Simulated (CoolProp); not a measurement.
Saturation properties of carbon monoxide.

Values from CoolProp's reference Helmholtz-energy equation of state, Lemmon 2006. It is a short technical equation, of lower accuracy than the large ones.

```json
[
 {"T (°C)": "-177.25", "p (MPa)": "0.3966", "liquid density (kg/m³)": "…", "enthalpy of vaporisation (kJ/kg)": "192.1", "vapour Z": "0.8918", "surface tension (mN/m)": "6.54"},
 {"T (°C)": "-173.65", "p (MPa)": "0.5245", "liquid density (kg/m³)": "708.1", "enthalpy of vaporisation (kJ/kg)": "185.2", "vapour Z": "0.8684", "surface tension (mN/m)": "5.82"},
 {"T (°C)": "-170.05", "p (MPa)": "0.6799", "liquid density (kg/m³)": "688.5", "enthalpy of vaporisation (kJ/kg)": "177.7", "vapour Z": "…", "surface tension (mN/m)": "5.10"},
 {"T (°C)": "-166.45", "p (MPa)": "…", "liquid density (kg/m³)": "667.7", "enthalpy of vaporisation (kJ/kg)": "169.5", "vapour Z": "0.8126", "surface tension (mN/m)": "4.40"},
 {"T (°C)": "-162.85", "p (MPa)": "1.086", "liquid density (kg/m³)": "645.5", "enthalpy of vaporisation (kJ/kg)": "160.3", "vapour Z": "…", "surface tension (mN/m)": "3.71"},
 {"T (°C)": "-159.25", "p (MPa)": "1.344", "liquid density (kg/m³)": "621.4", "enthalpy of vaporisation (kJ/kg)": "150.0", "vapour Z": "0.7428", "surface tension (mN/m)": "3.04"},
 {"T (°C)": "-155.65", "p (MPa)": "1.643", "liquid density (kg/m³)": "594.9", "enthalpy of vaporisation (kJ/kg)": "138.2", "vapour Z": "0.7011", "surface tension (mN/m)": "2.39"},
 {"T (°C)": "-152.05", "p (MPa)": "…", "liquid density (kg/m³)": "565.0", "enthalpy of vaporisation (kJ/kg)": "…", "vapour Z": "0.6534", "surface tension (mN/m)": "1.76"}
]
```

Question: Complete the blanks.

Answer: 
- -177.25, liquid density (kg/m³): 726.6
- -170.05, vapour Z: 0.8421
- -166.45, p (MPa): 0.8661
- -162.85, vapour Z: 0.7796
- -152.05, p (MPa): 1.987
- -152.05, enthalpy of vaporisation (kJ/kg): 124.5

It boils at -191.5 °C under 1 atm.

Surface tension comes from a separate correlation (Mulero 2012).
